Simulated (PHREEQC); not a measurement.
Solution (89 °C): 0.0079 mol Ag2SO4 and 0.00099 mol HNO3 per kg of water. Closed to the air; pH follows from the charge balance.

Equilibrium calculation in PHREEQC: ion-association model, wateq4f.dat.

Each row changes one thing in this solution. Precipitation was switched off in this run.

```csv
case,pH,ionic strength (mol/kgw)
as made,3.49,0.0207
0.00048 mol/kgw NaBr added,3.49,0.0207
0.0014 mol/kgw NaHCO3 added,5.92,0.0221
Ag2SO4 left out,3.02,0.000990
HNO3 from 0.00099 to 0.00148 mol/kgw,3.30,0.0207
```

Some of these states are supersaturated (in Bromyrite, for instance). Away from 25 °C the constants follow the database's enthalpies or fits; those with neither stay at their 25 °C values.
